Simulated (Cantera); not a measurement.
Input (Python, Cantera) and output of one run.

```python
import numpy as np
import cantera as ct

gas_names = [...]  # 109 gases of nasa_gas.yaml made of C, Cl, H, Si
cond_names = """
    C(gr) C6H6(L) C7H8(L) C8H18(L),n-octa Si(cr) Si(L) SiC(b)
""".split()


# ... load() reads the species with a 1 bar reference pressure and builds the phases ...
atoms = {
    'CH3SiCl3': {'C': 1, 'H': 3, 'Si': 1, 'CL': 3},
    'CH4': {'C': 1, 'H': 4},
    'H2': {'H': 2},
}
top_T = {'C(gr)': 4500, 'SiC(b)': 3050}  # K; cautious upper limits of use, not melting points


# ... equilibrate(T, P, feed) seeds the gas with the atoms and calls Mixture.equilibrate('TP', solver="vcs", rtol=1e-11, max_steps=5000) ...
results = []
feed = {'CH3SiCl3': 1, 'CH4': 0.61, 'H2': 41}  # mol
T = 1548.15  # K
P = 4500  # Pa
mix = equilibrate(T, P, feed)
results.append((T, P, feed, dict(zip(mix.species_names, mix.species_moles))))
print(gas.report(threshold=1e-05))
for i in range(1, mix.n_phases):
    print(f"{mix.phase(i).name:16s} {mix.phase_moles(i):12.5e} mol")
```

It prints:

```
       temperature   1548.2 K
          pressure   4500 Pa
           density   0.0015055 kg/m^3
  mean mol. weight   4.3063 kg/kmol
   phase of matter   gas

                          1 kg             1 kmol
                     ---------------   ---------------
          enthalpy        7.4062e+06        3.1893e+07  J
   internal energy        4.4171e+06        1.9021e+07  J
           entropy             49133        2.1158e+05  J/K
    Gibbs function        -6.866e+07       -2.9567e+08  J
 heat capacity c_p              7586             32667  J/K
 heat capacity c_v            5655.2             24353  J/K

                      mass frac. Y      mole frac. X     chem. pot. / RT
                     ---------------   ---------------   ---------------
               CH4        0.00029956        8.0407e-05           -45.979
    C2H2,acetylene        8.8722e-05        1.4673e-05           -26.363
                 H        3.2886e-05        0.00014049           -10.933
               HCL           0.55919          0.066049           -38.488
                H2           0.43705           0.93357           -21.865
             SiCL2         0.0031259        0.00013599           -64.515
     [ +103 minor]        0.00021034        1.2904e-05

C(gr)             6.11373e-01 mol
Si(cr)            0.00000e+00 mol
SiC(b)            9.93642e-01 mol
```

Method: chemical equilibrium by Gibbs-energy minimisation in Cantera with the NASA 1993 tables (ideal gas, pure condensed phases). The feed counts by its element totals alone.
